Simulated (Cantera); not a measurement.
What does this Cantera script print?

```python
import numpy as np
import cantera as ct

gas = ct.Solution("h2o2.yaml")
gas.TPX = 1275, 2666, {'H2': 0.46, 'O2': 1, 'N2': 0.73, 'H2O': 0.13}
reactor = ct.IdealGasConstPressureReactor(gas, energy="off", clone=False)
net = ct.ReactorNet([reactor])
net.rtol, net.atol = 1e-08, 1e-18
show = ['H2', 'O2', 'O', 'HO2', 'H2O', 'OH', 'H2O2']
times = np.geomspace(0.0008, 1, 15)

steps = ct.SolutionArray(gas, extra=["t"])
rows = []
print(f"{'t/s':>10s}{'T/K':>9s}{'P/Pa':>11s}" + "".join(f"{s:>11s}" for s in show))
for t in times:
    while net.time < t:
        t_next = net.step()
        steps.append(gas.state, t=t_next)
    rows.append([np.interp(t, steps.t, y) for y in (steps.T, steps.P, *steps(*show).X.T)])
    print(f"{t:10.3e}{rows[-1][0]:9.1f}{rows[-1][1]:11.4g}" + "".join(f"{x:11.3e}" for x in rows[-1][2:]))
rate = np.gradient(steps.T, steps.t)
print("integrator steps:", len(steps.t))
if steps.T.max() > steps.T[0] + 200:
    print(f"time of steepest temperature rise: {steps.t[rate.argmax()]:.4e} s")
gas.TPX = 1275, 2666, {'H2': 0.46, 'O2': 1, 'N2': 0.73, 'H2O': 0.13}
gas.equilibrate("TP")
print(f"equilibrium (TP): T = {gas.T:.1f} K  " + "  ".join(f"{s} {gas[s].X[0]:.3e}" for s in show))
```

Result:

```
       t/s      T/K       P/Pa         H2         O2          O        HO2        H2O         OH       H2O2
 8.000e-04   1275.0       2666  2.052e-02  3.354e-01  4.877e-02  9.232e-06  1.906e-01  1.208e-02  5.668e-07
 1.331e-03   1275.0       2666  1.522e-02  3.348e-01  4.801e-02  9.495e-06  2.041e-01  1.108e-02  5.356e-07
 2.216e-03   1275.0       2666  1.351e-02  3.399e-01  4.065e-02  9.897e-06  2.174e-01  1.051e-02  5.852e-07
 3.687e-03   1275.0       2666  1.081e-02  3.466e-01  3.072e-02  1.033e-05  2.350e-01  9.478e-03  6.484e-07
 6.137e-03   1275.0       2666  7.217e-03  3.543e-01  1.940e-02  1.046e-05  2.541e-01  7.797e-03  6.968e-07
 1.021e-02   1275.0       2666  3.709e-03  3.609e-01  9.587e-03  9.664e-06  2.690e-01  5.602e-03  6.640e-07
 1.700e-02   1275.0       2666  1.459e-03  3.651e-01  3.694e-03  7.439e-06  2.770e-01  3.504e-03  5.155e-07
 2.828e-02   1275.0       2666  4.902e-04  3.670e-01  1.232e-03  4.436e-06  2.802e-01  2.028e-03  3.299e-07
 4.707e-02   1275.0       2666  1.635e-04  3.678e-01  4.116e-04  2.141e-06  2.813e-01  1.175e-03  1.910e-07
 7.834e-02   1275.0       2666  5.930e-05  3.681e-01  1.504e-04  9.585e-07  2.818e-01  7.112e-04  1.081e-07
 1.304e-01   1275.0       2666  2.393e-05  3.682e-01  6.126e-05  4.390e-07  2.820e-01  4.543e-04  6.171e-08
 2.170e-01   1275.0       2666  1.062e-05  3.683e-01  2.743e-05  2.131e-07  2.821e-01  3.041e-04  3.576e-08
 3.611e-01   1275.0       2666  5.080e-06  3.683e-01  1.322e-05  1.109e-07  2.822e-01  2.112e-04  2.101e-08
 6.009e-01   1275.0       2666  2.575e-06  3.684e-01  6.744e-06  6.283e-08  2.822e-01  1.508e-04  1.248e-08
 1.000e+00   1275.0       2666  1.367e-06  3.684e-01  3.597e-06  4.007e-08  2.822e-01  1.101e-04  7.494e-09
integrator steps: 1686
equilibrium (TP): T = 1275.0 K  H2 1.583e-07  O2 3.684e-01  O 4.178e-07  HO2 3.043e-08  H2O 2.823e-01  OH 3.751e-05  H2O2 1.262e-09
```

Computed with Cantera and the H2/O2 subset of GRI-Mech 3.0, which has no nitrogen chemistry. Radical loss at walls, strong at low pressure, is not modelled. The temperature is held fixed by assumption; the heat of reaction is taken as removed at once.
